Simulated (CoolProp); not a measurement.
The numbers come from the reference Helmholtz-energy equation of state, de Reuck 1990 in CoolProp.

Q: For fluorine, give the phase and the cp (kJ/(kg K)) at 165.3 K and 0.632 bar; 165.3 K and 7.46 bar; 165.3 K and 87.9 bar.

A: 
- 165.3 K and 0.632 bar: gas; cp 0.776
- 165.3 K and 7.46 bar: gas; cp 0.818
- 165.3 K and 87.9 bar: supercritical; cp 2.85
